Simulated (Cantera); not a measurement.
Cantera with NASA thermochemical tables; ideal gases at 1 bar, condensed phases pure. Values are per mole of reaction as written; species without (g) are pure solids or liquids, kept so even where they would boil at 1 bar.

Nb₂O₅ + 5 N₂(g) = 5 N₂O(g) + 2 Nb, with ΔH° = 2307.5 kJ and ΔS° = 77.3 J/K at 300 K.

**Question.** How far is the shortcut ΔG° ≈ ΔH°(300 K) − T·ΔS°(300 K) from the full temperature-dependent value at 1748, 1848, 1948, 2048, 2148, 2248, 2348, 2448, 2548, 2648 K?

**Answer.** 
```
T (K)  shortcut (kJ)  full (kJ)  difference (kJ)  difference in log10 K  condensed phases
-----  -------------  ---------  ---------------  ---------------------  ----------------
1748          2172.3     2202.4            -30.0                   0.90   Nb₂O₅(s), Nb(s)
1848          2164.6     2200.8            -36.2                   1.02   Nb₂O₅(l), Nb(s)
1948          2156.9     2201.7            -44.9                   1.20   Nb₂O₅(l), Nb(s)
2048          2149.1     2202.9            -53.7                   1.37   Nb₂O₅(l), Nb(s)
2148          2141.4     2204.2            -62.9                   1.53   Nb₂O₅(l), Nb(s)
2248          2133.7     2205.8            -72.2                   1.68   Nb₂O₅(l), Nb(s)
2348          2125.9     2207.6            -81.7                   1.82   Nb₂O₅(l), Nb(s)
2448          2118.2     2209.6            -91.4                   1.95   Nb₂O₅(l), Nb(s)
2548          2110.5     2211.7           -101.2                   2.08   Nb₂O₅(l), Nb(s)
2648          2102.7     2214.0           -111.2                   2.19   Nb₂O₅(l), Nb(s)
```
The shortcut ignores heat capacities and the phase changes listed.
